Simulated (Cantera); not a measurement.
A Cantera script and what it prints.

```python
import numpy as np
import cantera as ct

gas_names = [...]  # 113 gases of nasa_gas.yaml made of C, H, O, Pb
cond_names = """
    C(gr) C6H6(L) C7H8(L) C8H18(L),n-octa H2O(s) H2O(L) Pb(cr) Pb(L) PbO(rd) PbO(yw) PbO(L) PbO2(s)
    Pb3O4(s)
""".split()


# ... load() reads the species with a 1 bar reference pressure and builds the phases ...
atoms = {
    'PbO': {'Pb': 1, 'O': 1},
    'CH4': {'C': 1, 'H': 4},
    'CO': {'C': 1, 'O': 1},
}
top_T = {'C(gr)': 4500, 'Pb3O4(s)': 820}  # K; cautious upper limits of use, not melting points


# ... equilibrate(T, P, feed) seeds the gas with the atoms and calls Mixture.equilibrate('TP', solver="vcs", rtol=1e-11, max_steps=5000) ...
results = []
feed = {'PbO': 1, 'CH4': 1.1, 'CO': 2.3}  # mol
for P in [10, 42, 180, 750, 3200, 13000, 56000, 240000, 1000000]:
    for T in [1550, 1625, 1700, 1775, 1850, 1925, 2000, 2075, 2150, 2225, 2300, 2375, 2450, 2525]:
        mix = equilibrate(T, P, feed)
        results.append((T, P, feed, dict(zip(mix.species_names, mix.species_moles))))

for T, P, feed, n in results:
    print(f"{T:7g} {P:10.4g}  " + (" + ".join(c for c in cond_names if n.get(c, 0) > 1e-12) or "gas only"))
```

It prints:

```
   1550         10  C(gr)
   1625         10  C(gr)
   1700         10  C(gr)
   1775         10  C(gr)
   1850         10  C(gr)
   1925         10  C(gr)
   2000         10  C(gr)
   2075         10  C(gr)
   2150         10  C(gr)
   2225         10  C(gr)
   2300         10  C(gr)
   2375         10  C(gr)
   2450         10  C(gr)
   2525         10  gas only
   1550         42  C(gr)
   1625         42  C(gr)
   1700         42  C(gr)
   1775         42  C(gr)
   1850         42  C(gr)
   1925         42  C(gr)
   2000         42  C(gr)
   2075         42  C(gr)
   2150         42  C(gr)
   2225         42  C(gr)
   2300         42  C(gr)
   2375         42  C(gr)
   2450         42  C(gr)
   2525         42  C(gr)
   1550        180  C(gr)
   1625        180  C(gr)
   1700        180  C(gr)
   1775        180  C(gr)
   1850        180  C(gr)
   1925        180  C(gr)
   2000        180  C(gr)
   2075        180  C(gr)
   2150        180  C(gr)
   2225        180  C(gr)
   2300        180  C(gr)
   2375        180  C(gr)
   2450        180  C(gr)
   2525        180  C(gr)
   1550        750  C(gr)
   1625        750  C(gr)
   1700        750  C(gr)
   1775        750  C(gr)
   1850        750  C(gr)
   1925        750  C(gr)
   2000        750  C(gr)
   2075        750  C(gr)
   2150        750  C(gr)
   2225        750  C(gr)
   2300        750  C(gr)
   2375        750  C(gr)
   2450        750  C(gr)
   2525        750  C(gr)
   1550       3200  C(gr)
   1625       3200  C(gr)
   1700       3200  C(gr)
   1775       3200  C(gr)
   1850       3200  C(gr)
   1925       3200  C(gr)
   2000       3200  C(gr)
   2075       3200  C(gr)
   2150       3200  C(gr)
   2225       3200  C(gr)
   2300       3200  C(gr)
   2375       3200  C(gr)
   2450       3200  C(gr)
   2525       3200  C(gr)
   1550    1.3e+04  C(gr)
   1625    1.3e+04  C(gr)
   1700    1.3e+04  C(gr)
   1775    1.3e+04  C(gr)
   1850    1.3e+04  C(gr)
   1925    1.3e+04  C(gr)
   2000    1.3e+04  C(gr)
   2075    1.3e+04  C(gr)
   2150    1.3e+04  C(gr)
   2225    1.3e+04  C(gr)
   2300    1.3e+04  C(gr)
   2375    1.3e+04  C(gr)
   2450    1.3e+04  C(gr)
   2525    1.3e+04  C(gr)
   1550    5.6e+04  C(gr) + Pb(L)
   1625    5.6e+04  C(gr) + Pb(L)
   1700    5.6e+04  C(gr)
   1775    5.6e+04  C(gr)
   1850    5.6e+04  C(gr)
   1925    5.6e+04  C(gr)
   2000    5.6e+04  C(gr)
   2075    5.6e+04  C(gr)
   2150    5.6e+04  C(gr)
   2225    5.6e+04  C(gr)
   2300    5.6e+04  C(gr)
   2375    5.6e+04  C(gr)
   2450    5.6e+04  C(gr)
   2525    5.6e+04  C(gr)
   1550    2.4e+05  C(gr) + Pb(L)
   1625    2.4e+05  C(gr) + Pb(L)
   1700    2.4e+05  C(gr) + Pb(L)
   1775    2.4e+05  C(gr) + Pb(L)
   1850    2.4e+05  C(gr)
   1925    2.4e+05  C(gr)
   2000    2.4e+05  C(gr)
   2075    2.4e+05  C(gr)
   2150    2.4e+05  C(gr)
   2225    2.4e+05  C(gr)
   2300    2.4e+05  C(gr)
   2375    2.4e+05  C(gr)
   2450    2.4e+05  C(gr)
   2525    2.4e+05  C(gr)
   1550      1e+06  C(gr) + Pb(L)
   1625      1e+06  C(gr) + Pb(L)
   1700      1e+06  C(gr) + Pb(L)
   1775      1e+06  C(gr) + Pb(L)
   1850      1e+06  C(gr) + Pb(L)
   1925      1e+06  C(gr) + Pb(L)
   2000      1e+06  C(gr) + Pb(L)
   2075      1e+06  C(gr) + Pb(L)
   2150      1e+06  C(gr)
   2225      1e+06  C(gr)
   2300      1e+06  C(gr)
   2375      1e+06  C(gr)
   2450      1e+06  C(gr)
   2525      1e+06  C(gr)
```

Cantera equilibrium calculation (NASA polynomials, part measured and part estimated; ideal gas, pure solids and liquids).
